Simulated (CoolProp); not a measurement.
Vapour-liquid equilibrium of R143a (1) + isobutane (2) at 233.2 K; x and y are mole fractions of (1).

Values from CoolProp's multi-fluid Helmholtz-energy mixture model, Lemmon and Jacobsen 2000 and Bücker 2006; pair parameters Bell 2016.

Task: Give the bubble pressure and the first vapour's composition at x = 0.05, 0.2, 0.95. Is there an azeotrope?

Result: x = 0.05: 0.5654 bar, y = 0.506; x = 0.2: 1.013 bar, y = 0.747; x = 0.95: 1.410 bar, y = 0.956. No azeotrope shows between x = 0.05 and 0.95.

The pair parameters rest on a limited set of measurements; away from them the model extrapolates. With so large a gap from Raoult's law the liquid may split in two, which this calculation doesn't test in full.
